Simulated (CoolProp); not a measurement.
Vapour-liquid equilibrium of m-xylene (1) + n-decane (2) at 336.6 K; x and y are mole fractions of (1).

The numbers come from the multi-fluid Helmholtz-energy mixture model, Zhou 2012 and Lemmon 2006; pair parameters Bell 2016 in CoolProp.

```csv
x,bubble pressure (MPa),y at the bubble point,dew pressure at overall composition x (MPa),liquid density (mol/L)
0.05,0.002174,0.201,0.001901,4.992
0.15,0.002828,0.448,0.002074,5.198
0.25,0.003438,0.596,0.002279,5.418
0.35,0.004020,0.697,0.002528,5.656
0.45,0.004586,0.772,0.002836,5.913
0.55,0.005144,0.832,0.003225,6.191
0.65,0.005700,0.880,0.003729,6.492
0.75,0.006259,[?],0.004403,6.820
0.85,0.006822,0.956,[?],7.179
0.95,[?],0.986,0.006715,7.572
```

Complete the blanks.


- 0.75, y at the bubble point: 0.921
- 0.85, dew pressure at overall composition x (MPa): 0.005340
- 0.95, bubble pressure (MPa): 0.007389

No azeotrope shows between x = 0.05 and 0.95.

Pair parameters are fitted to limited data, so mixtures are less certain than the pure fluids.
